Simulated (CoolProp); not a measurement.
R365MFC along the isotherm 336.6 K: Z from the reference equation and from simpler models built on Tc = 460.0 K, pc = 3.266 MPa, ω = 0.377; each cubic takes its own stable root.

The numbers come from the reference Helmholtz-energy equation of state, Lemmon 2016 in CoolProp.

```json
[
 {"p (MPa)": "0.0155", "phase": "gas", "reference": "0.9950"},
 {"p (MPa)": "0.025", "phase": "gas", "reference": "0.9918"},
 {"p (MPa)": "0.0404", "phase": "gas", "reference": "0.9867"},
 {"p (MPa)": "0.0653", "phase": "gas", "reference": "0.9783"},
 {"p (MPa)": "0.106", "phase": "gas", "reference": "0.9640"},
 {"p (MPa)": "0.171", "phase": "gas", "reference": "0.9400"},
 {"p (MPa)": "0.276", "phase": "liquid", "reference": "0.01247"},
 {"p (MPa)": "0.445", "phase": "liquid", "reference": "0.02010"},
 {"p (MPa)": "0.719", "phase": "liquid", "reference": "0.03245"},
 {"p (MPa)": "1.16", "phase": "liquid", "reference": "0.05228"},
 {"p (MPa)": "1.88", "phase": "liquid", "reference": "0.08453"},
 {"p (MPa)": "3.03", "phase": "liquid", "reference": "0.1357"},
 {"p (MPa)": "4.9", "phase": "liquid", "reference": "0.2183"}
]
```

Q: How far does each simpler model (van der Waals, Redlich-Kwong, Soave-Redlich-Kwong, Peng-Robinson) lie from the reference over these 13 states: mean and median of the absolute difference, and the worst?

A: 
- van der Waals: mean 1126.8 %, median 60.5 %, worst +7479.0 % at 336.6 K and 0.276 MPa
- Redlich-Kwong: mean 571.2 %, median 13.4 %, worst +7331.4 % at 336.6 K and 0.276 MPa
- Soave-Redlich-Kwong: mean 4.7 %, median 7.7 %, worst +8.8 % at 336.6 K and 0.276 MPa
- Peng-Robinson: mean 2.4 %, median 3.9 %, worst -4.5 % at 336.6 K and 4.9 MPa

At some of these states van der Waals, Redlich-Kwong gives the other phase, because its saturation line lies elsewhere.
